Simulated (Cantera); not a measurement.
Charge: 1 mol CH3SiH3, 0.37 mol C2H4, 1.3 mol H2, held at 1000 Pa.

Equilibrium computed with Cantera from the NASA thermochemical tables; the gas is ideal and each condensed phase is pure. Candidate condensed phases: C, C6H6, C7H8, C8H18, Si, SiC; 87 gas species. The feed counts by its element totals alone. Gases not in the tables: Si2H6 and higher silanes. Rates play no part. All values below are at 2400 K.

Base state: H2 0.798, H 0.142, Si 0.0408, SiC2 0.00783, C2H2 (acetylene) 0.00556, Si2C 0.00446, SiH 0.00113, Si2 0.000175 (mole fractions); condensed: C(graphite) + SiC(s).

Q: What changes in the equilibrium state with this change: pressure from 1000 Pa to 133 Pa?

A: 
```json
[
 {"species": "H2", "before": "0.798", "after": "0.540"},
 {"species": "H", "before": "0.142", "after": "0.320"},
 {"species": "Si", "before": "0.0408", "after": "0.109"},
 {"species": "SiC2", "before": "0.00783", "after": "0.0209"},
 {"species": "C", "before": "3.97e-6", "after": "2.98e-5"},
 {"species": "C3", "before": "9.81e-6", "after": "7.36e-5"},
 {"species": "SiH2", "before": "0.000105", "after": "2.54e-5"},
 {"species": "SiC", "before": "1.10e-5", "after": "2.94e-5"},
 {"species": "C(graphite), mol", "before": "0.899", "after": "1.35"},
 {"species": "SiC(s), mol", "before": "0.659", "after": "0"}
]
```
